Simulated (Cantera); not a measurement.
A closed system holds: 1 mol SiH4, 0.28 mol H2O, 18 mol H2, held at 1350 °C and 0.133 bar.

Equilibrium computed with Cantera from the NASA thermochemical tables; the gas is ideal and each condensed phase is pure. Candidate condensed phases: H2O, Si, SiO2; 18 gas species. Kinetics and transport are ignored.

Base state: H2 0.986, SiO 0.0136, H 0.000188 (mole fractions); condensed: Si(s).

What changes in the equilibrium state with this change: temperature from 1350 °C to 1125 °C?


```
species                before     after
-------------------  --------  --------
H2                      0.986     0.999
SiO                    0.0136  0.000527
H                    0.000188   1.30e-5
Si(s), mol              0.720     0.855
SiO2(β-quartz), mol         0     0.135
```
Mutual solubility and eutectic melting of coexisting phases are not modelled. The tables hold silica as quartz up to 1696 K and as liquid above; real silica turns to tridymite and cristobalite and melts near 1996 K.
